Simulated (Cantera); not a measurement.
Thermodynamics of oxide etching and cleaning by halides, feed SiO₂ + F₂ + H₂

A closed system holds: 1 mol SiO₂, 4.2 mol F₂, 8.8 mol H₂, held at 13300 Pa.

Equilibrium computed with Cantera from the NASA thermochemical tables; the gas is ideal and each condensed phase is pure. Candidate condensed phases: H₂O, Si, SiO₂; 38 gas species. The tables' values for SiF₃, SiF₂ are old estimates; treat these amounts as uncertain. The tables hold silica as quartz up to 1696 K and as liquid above; real silica turns to tridymite and cristobalite and melts near 1996 K. Gases not in the tables: Si(OH)₄. Equilibrium is a limit: real reactors are often held back by kinetics, nucleation or transport.

From 975 K to 1075 K nothing is condensed. From 1175 K to 1675 K the condensed part is SiO₂(β-quartz). From 1775 K to 1875 K the condensed part is SiO₂(condensed).

```csv
T (K),x HF,x H₂,x H₂O,x SiF₄,x SiF₃,n SiO₂(β-quartz),n SiO₂(condensed)
975,0.367,0.383,0.167,0.0833,2.37e-9,0,0
1075,0.367,0.383,0.167,0.0833,4.33e-8,0,0
1175,0.384,0.381,0.156,0.0781,4.27e-7,0.0583,0
1275,0.423,0.377,0.133,0.0664,2.47e-6,0.190,0
1375,0.455,0.374,0.114,0.0570,1.10e-5,0.299,0
1475,0.481,0.371,0.0987,0.0493,3.94e-5,0.389,0
1575,0.501,0.369,0.0864,0.0431,0.000120,0.461,0
1675,0.518,0.367,0.0765,0.0379,0.000315,0.521,0
1775,0.532,0.365,0.0681,0.0333,0.000731,0,0.571
1875,0.544,0.362,0.0615,0.0289,0.00151,0,0.609
```
x: gas mole fraction; n: condensed amount in mol.
